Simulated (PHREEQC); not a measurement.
Consider water at 25 °C with 1.6 mmol/kgw Rb2SO4. Closed to the air; pH follows from the charge balance.

Model: ion-association model, wateq4f.dat, run in PHREEQC.

```json
[
 {"quantity": "pH", "before": "7.02", "after": "3.29"},
 {"quantity": "ionic strength (mol/kgw)", "before": "0.00480", "after": "0.00695"},
 {"quantity": "HSO4- (mol/kgw)", "before": "1.19e-8", "after": "5.87e-5"}
]
```

Q: Which change was made?
A) diluted 2-fold with water
B) Rb2SO4 replaced by Ag2SO4 at the same molality
C) temperature from 25 to 55 °C
D) temperature from 25 to 85 °C
E) 0.0007 mol/kgw (NH4)2SiF6 added

A: E, 0.0007 mol/kgw (NH4)2SiF6 added

No solid was allowed to form. Some of these states are supersaturated (in Quartz (slow to form), Chalcedony (slow to form), for instance). SiF6-2 is the database's only silicon fluoride.
